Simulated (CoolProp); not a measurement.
A closed Brayton cycle with carbon dioxide: compressor inlet 325.15 K and 9.1 MPa, high pressure 26.1 MPa, turbine inlet 660 K, compressor efficiency 0.89, turbine efficiency 0.93, recuperator effectiveness 0.9 (on enthalpy, no pinch check). Each further row changes one setting.

Computed with CoolProp (reference Helmholtz-energy equation of state, Span 1996).

```tsv
case	thermal efficiency (%)	net work (kJ/kg)	compressor to turbine work	compressor exit (K)	turbine exit (K)
as stated	[?]	59.7	0.45	405.4	545.3
turbine inlet 610 K	24.9	48.7	0.50	405.4	499.7
compressor inlet 335.15 K	[?]	[?]	0.52	424.6	545.3
high pressure 22.2 MPa	27.8	54.0	[?]	392.9	562.5
recuperator effectiveness 0.5	[?]	59.7	0.45	405.4	545.3
```

Task: Complete the blanks.

Result: 
- as stated, thermal efficiency (%): 28.1
- compressor inlet 335.15 K, thermal efficiency (%): 26.2
- compressor inlet 335.15 K, net work (kJ/kg): 52.1
- high pressure 22.2 MPa, compressor to turbine work: 0.42
- recuperator effectiveness 0.5, thermal efficiency (%): 21.5
